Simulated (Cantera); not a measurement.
## PbO + CO (carbothermic reduction)

Input: 1 mol PbO, a varied amount of CO, held at 1 atm.

Method: chemical equilibrium by Gibbs-energy minimisation in Cantera with the NASA 1993 tables (ideal gas, pure condensed phases). Candidate condensed phases: C, Pb, PbO, PbO2, Pb3O4; 15 gas species. Each liquid is taken as pure. Mutual solubility and eutectic melting of coexisting phases are not modelled. Rates play no part.

Stable condensed phases:

```
T in K \ n(CO) in mol
         0.57 0.66 0.77  0.9  1.1  1.2  1.4  1.7  1.9  2.3  2.6  3.1  3.6
   1998     A    A    A    A    A    A    A    A    A    A    A    A    A
   1973     A    A    A    A    A    A    A    A    A    A    A    A    A
   1948     A    A    A    A    A    A    A    A    A    A    A    A    A
   1923     A    A    A    A    A    A    A    A    A    A    A    A    A
   1898     A    A    A    A    A    A    A    A    A    A    A    A    A
   1873     A    A    A    B    B    B    A    A    A    A    A    A    A
   1848     A    B    B    B    B    B    B    A    A    A    A    A    A
   1823     C    B    B    B    B    B    B    B    B    A    A    A    A
   1798     C    C    B    B    B    B    B    B    B    B    B    A    A
   1773     C    C    C    B    B    B    B    B    B    B    B    B    A
   1748     C    C    C    B    B    B    B    B    B    B    B    B    B
```

A: gas only; B: Pb; C: Pb + PbO.
